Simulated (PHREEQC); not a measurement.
**Silver or lead bath: speciation**

Consider water at 65 °C with 0.011 mol/kgw Ag2SO4, 0.035 mol/kgw NaNO3 and 0.1 mol/kgw Cu(NO3)2. Closed to the air; pH follows from the charge balance.

Computed with PHREEQC (ion-association model, wateq4f.dat).

No solid was allowed to form.

Q: What pH, activity of water does the model give?

A: pH 3.81; activity of water 0.993.

Q: In which forms is Ag present?

A: Ag+ 93 %, AgNO3 4.6 %, AgSO4- 2.4 % of the Ag.

Complexes and solids missing from the database can't appear. Constants without temperature data keep their 25 °C values here.
